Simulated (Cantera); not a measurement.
Charge: 1 mol TiO2, 6.4 mol H2, 3.4 mol H2O, at 1650 °C and 1.33 mbar.

Cantera equilibrium calculation (NASA polynomials, part measured and part estimated; ideal gas, pure solids and liquids). Candidate condensed phases: H2O, Ti, TiO, TiO2, Ti2O3, Ti3O5, Ti4O7; 12 gas species. Rates play no part.

Problem. What is the equilibrium state?

Solution. 
```
Property                                Result
-----------------------------------  ---------
x(H2)                                    0.636
x(H2O)                                   0.342
x(H)                                    0.0206
x(OH)                                 0.000953
x(TiO2)                                3.75e-5
x(O)                                   2.30e-5
x(O2)                                  5.39e-6
n(TiO2(rutile))                      1.000 mol
gas amount                           9.907 mol
log10 activity of Ti4O7(s) (absent)      -0.45
log10 activity of Ti3O5(s) (absent)      -0.54
log10 activity of Ti2O3(s) (absent)      -1.13
```
